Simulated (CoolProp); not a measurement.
The numbers come from the reference Helmholtz-energy equation of state, Lemmon 2006 in CoolProp. It is a short technical equation, of lower accuracy than the large ones.

Question: Give the vapour pressure (kPa), liquid density (kg/m³), surface tension (mN/m) of saturated toluene at 407.8 K.

Answer: 
```tsv
T (K)	p (kPa)	liquid density (kg/m³)	surface tension (mN/m)
407.8	192	754	15.3
```

Surface tension comes from a separate correlation (Mulero 2012).
